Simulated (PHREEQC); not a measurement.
Consider water at 80 °C with 28 mmol/kgw NH3, 0.033 mmol/kgw H4SiO4 and 0.24 mmol/kgw KH2PO4. Closed to the air; pH follows from the charge balance.

Computed with PHREEQC (ion-association model, phreeqc.dat).

pH: 9.35
ionic strength: 0.00134 mol/kgw
specific conductance: 548 µS/cm
total alkalinity: 28.0 meq/kg

```json
[
 {"species": "NH3", "molality": "0.0271", "activity": "0.0272", "log γ": "0.000"},
 {"species": "NH4+", "molality": "0.000861", "activity": "0.000822", "log γ": "-0.020"},
 {"species": "OH-", "molality": "0.000603", "activity": "0.000576", "log γ": "-0.020"},
 {"species": "K+", "molality": "0.000240", "activity": "0.000229", "log γ": "-0.020"},
 {"species": "HPO4-2", "molality": "0.000238", "activity": "0.000199", "log γ": "-0.079"},
 {"species": "H3SiO4-", "molality": "1.90e-5", "activity": "1.82e-5", "log γ": "-0.020"},
 {"species": "H4SiO4", "molality": "1.39e-5", "activity": "1.39e-5", "log γ": "0.000"}
]
```

No solid was allowed to form. Complexes and solids missing from the database can't appear. Away from 25 °C the constants follow the database's enthalpies or fits; those with neither stay at their 25 °C values.
